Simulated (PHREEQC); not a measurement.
A solution holds 0.079 mol CuCl2 and 0.00087 mol FeCl3 per kg of water, at 25 °C. Closed to the air; pH follows from the charge balance.

All values are PHREEQC results (ion-association model, phreeqc.dat), not measurements.

Question: The ionic strength comes out as 0.222 mol/kgw. What activity coefficients do Fe2(OH)2+4, FeOH+2, H+, CuCl+, Cl- get?

Answer: Fe2(OH)2+4 0.0085, FeOH+2 0.29, H+ 0.79, CuCl+ 0.71, Cl- 0.71.

Precipitation was switched off in this run. Saturation is exceeded, for instance for Hematite (slow to form), Goethite (slow to form); the values hold only as long as no solid forms.
